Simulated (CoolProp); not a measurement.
Model: reference Helmholtz-energy equation of state, Lemmon 2006, in CoolProp. It is a short technical equation, of lower accuracy than the large ones.

**Question.** Give the vapour pressure (bar), liquid density (kg/m³), vapour density (kg/m³), enthalpy of vaporisation (kJ/kg) of saturated carbonyl sulfide at -50.75 °C.

**Answer.** 
| T (°C) | p (bar) | liquid density (kg/m³) | vapour density (kg/m³) | enthalpy of vaporisation (kJ/kg) |
|---|---|---|---|---|
| -50.75 | 0.986 | 1180 | 3.29 | 309 |
